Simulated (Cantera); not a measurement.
An isothermal, constant-pressure homogeneous reactor starts with CH₂O : O₂ : N₂ = 0.0092 : 0.0021 : 1 (molar parts), equivalence ratio 4.4, at 1248 K and 1.30 bar. Integrator tolerance rtol = 1e-08.

Cantera simulation using GRI-Mech 3.0 (53 species, 325 reactions); the numbers are that mechanism's predictions, not measurements.

What does this change do: pressure from 1.30 bar to 10.0 bar?


```csv
quantity,before,after
x(CH₂O) at 2.00 s,3.13e-11 (gas-phase equilibrium 3.02e-11),2.26e-10 (gas-phase equilibrium 2.32e-10)
x(O₂) at 2.00 s,<1e-12 (gas-phase equilibrium <1e-12),1.19e-11 (gas-phase equilibrium <1e-12)
x(H) at 2.00 s,1.33e-6 (gas-phase equilibrium 3.36e-8),1.57e-8 (gas-phase equilibrium 1.21e-8)
x(C₂H₆) at 2.00 s,<1e-12 (gas-phase equilibrium <1e-12),<1e-12 (gas-phase equilibrium <1e-12)
x(H₂O) at 2.00 s,0.00252 (gas-phase equilibrium 0.00241),0.00333 (gas-phase equilibrium 0.00241)
```

What does this change do: 0.084 parts H2O added?


| quantity | before | after |
|---|---|---|
| x(CH₂O) at 2.00 s | 3.13e-11 (gas-phase equilibrium 3.02e-11) | 1.23e-11 (gas-phase equilibrium 1.13e-11) |
| x(O₂) at 2.00 s | <1e-12 (gas-phase equilibrium <1e-12) | 1.28e-11 (gas-phase equilibrium <1e-12) |
| x(H) at 2.00 s | 1.33e-6 (gas-phase equilibrium 3.36e-8) | 6.61e-7 (gas-phase equilibrium 4.38e-8) |
| x(C₂H₆) at 2.00 s | <1e-12 (gas-phase equilibrium <1e-12) | <1e-12 (gas-phase equilibrium <1e-12) |
| x(H₂O) at 2.00 s | 0.00252 (gas-phase equilibrium 0.00241) | 0.0734 (gas-phase equilibrium 0.0733) |

What does this change do: temperature 1248 to 900 K?


```json
[
 {"quantity": "x(CH₂O) at 2.00 s", "before": "3.13e-11 (gas-phase equilibrium 3.02e-11)", "after": "4.02e-10 (gas-phase equilibrium 3.69e-11)"},
 {"quantity": "x(O₂) at 2.00 s", "before": "<1e-12 (gas-phase equilibrium <1e-12)", "after": "7.74e-5 (gas-phase equilibrium <1e-12)"},
 {"quantity": "x(H) at 2.00 s", "before": "1.33e-6 (gas-phase equilibrium 3.36e-8)", "after": "5.50e-8 (gas-phase equilibrium 9.00e-12)"},
 {"quantity": "x(C₂H₆) at 2.00 s", "before": "<1e-12 (gas-phase equilibrium <1e-12)", "after": "3.92e-12 (gas-phase equilibrium <1e-12)"},
 {"quantity": "x(H₂O) at 2.00 s", "before": "0.00252 (gas-phase equilibrium 0.00241)", "after": "0.00371 (gas-phase equilibrium 0.00142)"}
]
```
Below about 1000 K GRI-Mech 3.0 lacks low-temperature oxidation paths.
